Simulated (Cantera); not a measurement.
Input (Python, Cantera):

```python
import numpy as np
import cantera as ct

gas = ct.Solution("gri30.yaml")
gas.TPX = 1348, 35000, {'C2H4': 1, 'H2': 1.2}
reactor = ct.IdealGasConstPressureReactor(gas, energy="off", clone=False)
net = ct.ReactorNet([reactor])
net.rtol, net.atol = 1e-08, 1e-18
show = ['C2H4', 'H2', 'C2H6', 'H', 'CH4']
times = np.geomspace(0.0004, 10, 10)

steps = ct.SolutionArray(gas, extra=["t"])
rows = []
print(f"{'t/s':>10s}{'T/K':>9s}{'P/Pa':>11s}" + "".join(f"{s:>11s}" for s in show))
for t in times:
    while net.time < t:
        t_next = net.step()
        steps.append(gas.state, t=t_next)
    rows.append([np.interp(t, steps.t, y) for y in (steps.T, steps.P, *steps(*show).X.T)])
    print(f"{t:10.3e}{rows[-1][0]:9.1f}{rows[-1][1]:11.4g}" + "".join(f"{x:11.3e}" for x in rows[-1][2:]))
rate = np.gradient(steps.T, steps.t)
print("integrator steps:", len(steps.t))
if steps.T.max() > steps.T[0] + 200:
    print(f"time of steepest temperature rise: {steps.t[rate.argmax()]:.4e} s")
gas.TPX = 1348, 35000, {'C2H4': 1, 'H2': 1.2}
gas.equilibrate("TP")
print(f"equilibrium (TP): T = {gas.T:.1f} K  " + "  ".join(f"{s} {gas[s].X[0]:.3e}" for s in show))
```

Result:

```
       t/s      T/K       P/Pa       C2H4         H2       C2H6          H        CH4
 4.000e-04   1348.0    3.5e+04  4.544e-01  5.455e-01  2.415e-07  2.946e-08  1.898e-09
 1.232e-03   1348.0    3.5e+04  4.542e-01  5.456e-01  2.396e-06  1.012e-07  5.877e-08
 3.796e-03   1348.0    3.5e+04  4.531e-01  5.459e-01  3.575e-05  7.064e-07  2.612e-06
 1.170e-02   1348.0    3.5e+04  4.289e-01  5.521e-01  1.181e-03  1.126e-05  7.120e-04
 3.603e-02   1348.0    3.5e+04  2.916e-01  5.869e-01  1.635e-03  1.649e-05  1.044e-02
 1.110e-01   1348.0    3.5e+04  1.340e-01  6.230e-01  7.904e-04  1.522e-05  2.725e-02
 3.420e-01   1348.0    3.5e+04  8.198e-02  6.225e-01  4.762e-04  1.207e-05  4.807e-02
 1.054e+00   1348.0    3.5e+04  7.593e-02  5.949e-01  4.276e-04  8.903e-06  8.443e-02
 3.246e+00   1348.0    3.5e+04  6.944e-02  5.520e-01  3.732e-04  5.850e-06  1.398e-01
 1.000e+01   1348.0    3.5e+04  6.185e-02  5.020e-01  3.164e-04  3.809e-06  2.043e-01
integrator steps: 1024
equilibrium (TP): T = 1348.0 K  C2H4 5.467e-02  H2 4.536e-01  C2H6 2.725e-04  H 2.652e-06  CH4 2.666e-01
```

Model: GRI-Mech 3.0 (53 species, 325 reactions), integrated in Cantera. GRI-Mech 3.0 was tuned for natural gas; its chemistry of ethylene as a main component is partial and can be far from experiment. GRI-Mech 3.0 stops at C3 and has no aromatics, soot or wall deposition, so with more carbon than oxygen in the feed, carbon stays in small species such as C2H2 where larger ones or solid carbon would form.
